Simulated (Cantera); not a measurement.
Feed: 1 mol MgCO₃, 0.012 mol CO₂, 0.04 mol C, held at 1330 Pa.

Cantera equilibrium calculation (NASA polynomials, part measured and part estimated; ideal gas, pure solids and liquids). Candidate condensed phases: C, Mg, MgCO₃, MgO; 15 gas species. Rates play no part.

log p: log10 of the partial pressure in bar; n: condensed amount in mol.

```
T (K)  log p CO₂  log p CO  log p O₂  log p O  log p Mg  log p MgO  n MgO(s)
-----  ---------  --------  --------  -------  --------  ---------  --------
1998       -1.92     -2.89     -3.85        …     -6.45      -7.70     1.000
2023       -1.93     -2.86     -3.73        …     -6.28      -7.49     1.000
2048       -1.94     -2.83     -3.63        …     -6.10      -7.28     1.000
2073       -1.94     -2.80     -3.53        …     -5.92      -7.08     1.000
2098       -1.95     -2.76     -3.45        …     -5.75      -6.89     1.000
2123       -1.96     -2.73     -3.37        …     -5.57      -6.70     1.000
2148       -1.97     -2.70     -3.30        …     -5.40      -6.51     1.000
2173       -1.98     -2.66     -3.24        …     -5.23      -6.33     0.999
2198       -1.99     -2.63     -3.18        …     -5.06      -6.15     0.999
2223       -2.00     -2.60     -3.12        …     -4.90      -5.97     0.999
2248       -2.02     -2.56     -3.07        …     -4.74      -5.80     0.998
2273       -2.03     -2.53     -3.02        …     -4.57      -5.64     0.998
```

**Question.** Fill in the missing entries.

**Answer.** 
- 1998, log p O: -5.10
- 2023, log p O: -4.96
- 2048, log p O: -4.83
- 2073, log p O: -4.71
- 2098, log p O: -4.59
- 2123, log p O: -4.47
- 2148, log p O: -4.37
- 2173, log p O: -4.26
- 2198, log p O: -4.16
- 2223, log p O: -4.06
- 2248, log p O: -3.97
- 2273, log p O: -3.88
